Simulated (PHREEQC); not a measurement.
## Polishing slurry liquid: speciation

Solution (70 °C): 0.0038 mol/kgw KOH, 0.3 mol/kgw K2SO4 and 1.3e-05 mol/kgw CO2. Closed to the air; pH follows from the charge balance.

Equilibrium calculation in PHREEQC: ion-association model, phreeqc.dat.

Precipitation was switched off in this run.

Question: Estimate the pH.

Answer: pH 10.15.

Question: In which forms is S present?

Answer: SO4-2 51 %, KSO4- 49 % of the S.

Constants without temperature data keep their 25 °C values here.
